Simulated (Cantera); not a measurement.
An adiabatic, constant-volume homogeneous reactor starts with CH4 : H2 : O2 : N2 : CO2 = 1 : 0.042 : 3.48 : 13.1 : 1.4 (molar parts), equivalence ratio 0.58, at 1500 K and 525 Torr. Integrator tolerance rtol = 1e-08.

Computed with Cantera and GRI-Mech 3.0 (53 species, 325 reactions).

What does this change do: initial temperature 1500 to 1100 K?


| quantity | before | after |
|---|---|---|
| time of steepest temperature rise | 1.14 ms | 0.124 s |
| temperature at 7.00 s | 2531 K | 2334 K |
| equilibrium temperature | 2531 K | 2334 K |
| x(CH4) at 7.00 s | <1e-12 (gas-phase equilibrium <1e-12) | <1e-12 (gas-phase equilibrium <1e-12) |
| x(H2) at 7.00 s | 0.00228 (gas-phase equilibrium 0.00228) | 0.000793 (gas-phase equilibrium 0.000793) |
| x(O2) at 7.00 s | 0.0734 (gas-phase equilibrium 0.0734) | 0.0727 (gas-phase equilibrium 0.0727) |
| x(CO) at 7.00 s | 0.0160 (gas-phase equilibrium 0.0160) | 0.00528 (gas-phase equilibrium 0.00528) |
| x(NO2) at 7.00 s | 7.40e-6 (gas-phase equilibrium 7.40e-6) | 7.10e-6 (gas-phase equilibrium 7.10e-6) |
